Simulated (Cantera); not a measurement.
Cantera run, input and output.

```python
import numpy as np
import cantera as ct

gas = ct.Solution("gri30.yaml")
gas.TPX = 750, 100000, {'CH4': 1, 'O2': 1.11, 'N2': 4.18}
inlet = ct.Reservoir(gas, clone=True)
gas.equilibrate("HP")  # start burning
reactor = ct.IdealGasConstPressureReactor(gas, energy="on", clone=False)
exhaust = ct.Reservoir(gas, clone=True)
tau = [0.23, 0.059, 0.015, 0.0038, 0.00095, 0.00024, 6.1e-05, 1.5e-05, 3.9e-06][0]
for a, b in ((inlet, reactor), (reactor, exhaust)):
    ct.MassFlowController(a, b, mdot=lambda t: reactor.mass / tau)
net = ct.ReactorNet([reactor])
show = ['CH4', 'O2', 'H2', 'HCO', 'HO2', 'H2O']

rows = []
print(f"{'tau/s':>10s}{'T/K':>9s}" + "".join(f"{s:>11s}" for s in show))
for tau in [0.23, 0.059, 0.015, 0.0038, 0.00095, 0.00024, 6.1e-05, 1.5e-05, 3.9e-06]:
    net.initial_time = 0.0
    net.advance(30 * tau)
    before = gas.X
    net.advance(40 * tau)
    drift = np.max(np.abs(gas.X - before) / (gas.X + 1e-9))
    rows.append([gas.T, *gas[show].X, drift])
    print(f"{tau:10.3e}{gas.T:9.1f}" + "".join(f"{x:11.3e}" for x in gas[show].X))
```

Output:

```
     tau/s      T/K        CH4         O2         H2        HCO        HO2        H2O
 2.300e-01   2027.1  8.611e-04  5.672e-05  1.312e-01  5.731e-08  1.013e-08  1.452e-01
 5.900e-02   2031.9  1.906e-03  1.942e-04  1.259e-01  1.173e-07  3.567e-08  1.482e-01
 1.500e-02   2035.6  3.337e-03  6.245e-04  1.174e-01  3.028e-07  1.242e-07  1.533e-01
 3.800e-03   2030.0  5.134e-03  1.912e-03  1.073e-01  9.000e-07  4.535e-07  1.585e-01
 9.500e-04   1994.5  8.367e-03  6.174e-03  9.624e-02  2.901e-06  2.073e-06  1.612e-01
 2.400e-04    750.0  1.590e-01  1.765e-01  1.047e-15  1.379e-26  3.234e-13  2.608e-15
 6.100e-05    750.0  1.590e-01  1.765e-01  3.483e-18  9.316e-28  8.301e-14  4.946e-17
 1.500e-05    750.0  1.590e-01  1.765e-01  1.329e-21  5.158e-29  2.022e-14  2.292e-18
 3.900e-06    750.0  1.590e-01  1.765e-01  1.108e-22  3.443e-30  5.256e-15  1.346e-19
```

Detailed kinetics in Cantera: GRI-Mech 3.0 (53 species, 325 reactions).
